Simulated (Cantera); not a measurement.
What does this Cantera script print?

```python
import numpy as np
import cantera as ct

gas = ct.Solution("gri30.yaml")
gas.TPX = 1375, 81000, {'H2': 0.38, 'O2': 1, 'N2': 15, 'H2O': 1.2}
reactor = ct.IdealGasConstPressureReactor(gas, energy="off", clone=False)
net = ct.ReactorNet([reactor])
net.rtol, net.atol = 1e-08, 1e-18
show = ['H2', 'O2', 'O', 'NO', 'HO2', 'NO2', 'H2O2']
times = np.geomspace(4e-05, 3, 15)

steps = ct.SolutionArray(gas, extra=["t"])
rows = []
print(f"{'t/s':>10s}{'T/K':>9s}{'P/Pa':>11s}" + "".join(f"{s:>11s}" for s in show))
for t in times:
    while net.time < t:
        t_next = net.step()
        steps.append(gas.state, t=t_next)
    rows.append([np.interp(t, steps.t, y) for y in (steps.T, steps.P, *steps(*show).X.T)])
    print(f"{t:10.3e}{rows[-1][0]:9.1f}{rows[-1][1]:11.4g}" + "".join(f"{x:11.3e}" for x in rows[-1][2:]))
rate = np.gradient(steps.T, steps.t)
print("integrator steps:", len(steps.t))
if steps.T.max() > steps.T[0] + 200:
    print(f"time of steepest temperature rise: {steps.t[rate.argmax()]:.4e} s")
gas.TPX = 1375, 81000, {'H2': 0.38, 'O2': 1, 'N2': 15, 'H2O': 1.2}
gas.equilibrate("TP")
print(f"equilibrium (TP): T = {gas.T:.1f} K  " + "  ".join(f"{s} {gas[s].X[0]:.3e}" for s in show))
```

Result:

```
       t/s      T/K       P/Pa         H2         O2          O         NO        HO2        NO2       H2O2
 4.000e-05   1375.0    8.1e+04  2.161e-02  5.688e-02  3.971e-07  4.126e-15  1.590e-07  5.156e-20  7.960e-10
 8.918e-05   1375.0    8.1e+04  2.072e-02  5.638e-02  1.779e-04  1.560e-10  1.874e-05  1.103e-13  1.819e-07
 1.988e-04   1375.0    8.1e+04  2.220e-03  4.651e-02  2.072e-03  8.004e-07  1.681e-05  3.771e-10  1.610e-06
 4.433e-04   1375.0    8.1e+04  5.085e-04  4.640e-02  4.374e-04  1.028e-06  1.003e-05  1.597e-09  7.976e-07
 9.884e-04   1375.0    8.1e+04  9.570e-05  4.648e-02  8.096e-05  1.038e-06  3.387e-06  4.404e-09  2.959e-07
 2.204e-03   1375.0    8.1e+04  1.999e-05  4.653e-02  1.810e-05  1.038e-06  9.242e-07  6.799e-09  1.045e-07
 4.913e-03   1375.0    8.1e+04  5.246e-06  4.655e-02  5.186e-06  1.039e-06  2.792e-07  6.784e-09  3.892e-08
 1.095e-02   1375.0    8.1e+04  1.705e-06  4.656e-02  1.797e-06  1.041e-06  9.968e-08  5.291e-09  1.565e-08
 2.442e-02   1375.0    8.1e+04  6.531e-07  4.657e-02  7.136e-07  1.043e-06  4.394e-08  3.885e-09  6.803e-09
 5.445e-02   1375.0    8.1e+04  2.950e-07  4.657e-02  3.257e-07  1.044e-06  2.652e-08  3.280e-09  3.304e-09
 1.214e-01   1375.0    8.1e+04  1.745e-07  4.657e-02  1.894e-07  1.044e-06  2.214e-08  3.388e-09  2.013e-09
 2.707e-01   1375.0    8.1e+04  1.464e-07  4.657e-02  1.565e-07  1.044e-06  2.149e-08  3.561e-09  1.695e-09
 6.035e-01   1375.0    8.1e+04  1.441e-07  4.657e-02  1.538e-07  1.044e-06  2.145e-08  3.582e-09  1.668e-09
 1.346e+00   1375.0    8.1e+04  1.440e-07  4.657e-02  1.536e-07  1.045e-06  2.144e-08  3.584e-09  1.667e-09
 3.000e+00   1375.0    8.1e+04  1.440e-07  4.657e-02  1.536e-07  1.045e-06  2.144e-08  3.587e-09  1.667e-09
integrator steps: 1402
equilibrium (TP): T = 1375.0 K  H2 1.443e-07  O2 4.642e-02  O 1.534e-07  NO 3.105e-04  HO2 2.139e-08  NO2 1.064e-06  H2O2 1.664e-09
```

Detailed kinetics in Cantera: GRI-Mech 3.0 (53 species, 325 reactions).
